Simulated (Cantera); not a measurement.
An isothermal plug-flow reactor at 875 K and 0.960 bar (inlet), inlet velocity 0.095 m/s, active area per volume 4800 1/m; feed CH₄ : O₂ : N₂ : H₂O = 0.0053 : 0.013 : 0.79 : 0.09 (molar parts), equivalence ratio 0.82.

Computed with Cantera and Deutschmann's 1995 Pt surface mechanism with GRI-Mech 3.0 gas chemistry. Catalytic surfaces can have several steady states; this one follows from the mechanism file's or the stated starting coverage. Mass transfer to the wall is taken as infinitely fast.

One state of this run: x CH₄ = 1.23e-8; x O₂ = 0.00268; x H₂O = 0.112; x CO₂ = 0.00590; x CO = 5.78e-12; θ free Pt = 0.227; θ O* = 0.763; θ OH* = 0.0101. x: gas mole fraction; θ: surface coverage.

### Question
Which value of z (m) does it belong to?
A. 0.00073
B. 0.0034
C. 7.3e-05
D. 0.0016

### Answer
B, 0.0034
